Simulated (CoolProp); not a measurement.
Fluorine at 262.8 K and 0.231 MPa is throttled through a valve to 0.0308 MPa with no heat exchange. Each further row changes one setting.

Computed with CoolProp (reference Helmholtz-energy equation of state, de Reuck 1990).

| case | final density (kg/m³) |
|---|---|
| as stated | 0.537 |
| outlet pressure 0.00924 MPa | 0.161 |
| outlet pressure 0.04 MPa | 0.697 |
